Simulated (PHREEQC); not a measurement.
Dissolve 19 mmol/kgw KOH and 2.6 mmol/kgw Na2SiO3 at 25 °C. Closed to the air; pH follows from the charge balance.

The numbers come from PHREEQC with the ion-association model, phreeqc.dat.

This is a speciation only: nothing precipitates in the calculation.

**Question.** What pH, ionic strength does the model give?

**Answer.** pH 12.25; ionic strength 0.0246 mol/kgw.

**Question.** In which forms is Si present?

**Answer.** H3SiO4- 84 %, H2SiO4-2 16 % of the Si.
